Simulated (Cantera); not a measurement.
Gas-phase reforming

A perfectly stirred reactor is fed with CH₄ : H₂O : H₂ = 1 : 2.6 : 0.62 (molar parts), at 0.790 bar; it is held at 1473 K, and followed from long to short residence time.

Cantera simulation using GRI-Mech 3.0 (53 species, 325 reactions); the numbers are that mechanism's predictions, not measurements.

| τ (s) | x CH₄ | x H₂O | x H₂ | x CH₃ | x O₂ | x C₂H₄ |
|---|---|---|---|---|---|---|
| 2.6 | 0.109 | 0.523 | 0.309 | 4.68e-5 | 1.73e-12 | 0.00376 |
| 0.93 | 0.148 | 0.563 | 0.250 | 6.30e-5 | 2.58e-12 | 0.00285 |
| 0.33 | 0.187 | 0.590 | 0.202 | 7.97e-5 | 3.87e-12 | 0.00205 |
| 0.12 | 0.214 | 0.605 | 0.171 | 9.14e-5 | 4.57e-12 | 0.00161 |
| 0.044 | 0.228 | 0.612 | 0.156 | 9.66e-5 | 3.61e-12 | 0.00121 |
| 0.016 | 0.233 | 0.615 | 0.150 | 9.58e-5 | 1.82e-12 | 0.000701 |
| 0.0057 | 0.236 | 0.616 | 0.148 | 8.86e-5 | <1e-12 | 0.000262 |
| 0.0020 | 0.237 | 0.616 | 0.147 | 7.42e-5 | <1e-12 | 5.76e-5 |
| 0.00074 | 0.237 | 0.616 | 0.147 | 5.70e-5 | <1e-12 | 9.25e-6 |
| 0.00027 | 0.237 | 0.616 | 0.147 | 3.75e-5 | <1e-12 | 1.08e-6 |
x: mole fraction; the columns are a selection and need not sum to one.
